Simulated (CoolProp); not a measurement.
A single-stage vapour-compression cycle with ethane: evaporating at 204.15 K (dew point), condensing at 269.15 K (bubble point), superheat 8 K, subcooling 8 K, compressor efficiency 0.8, no pressure losses. Each further row changes one setting.

Computed with CoolProp (reference Helmholtz-energy equation of state, Bücker 2006).

```
case                              cooling COP  pressure ratio  discharge temperature (K)  refrigerating effect (kJ/kg)  volumetric capacity (kJ/m³)
--------------------------------  -----------  --------------  -------------------------  ----------------------------  ---------------------------
as stated                                1.82            8.29                      332.8                           315                         1490
evaporating temperature 209.15 K         2.08            6.71                      326.7                           320                         1840
condensing temperature 264.15 K          2.05            7.31                      324.9                           330                         1560
subcooling 13 K                          1.91            8.29                      332.8                           330                         1560
superheat 18 K                           1.81            8.29                      344.4                           330                         1480
compressor efficiency 0.7                1.60            8.29                      344.2                           315                         1490
```
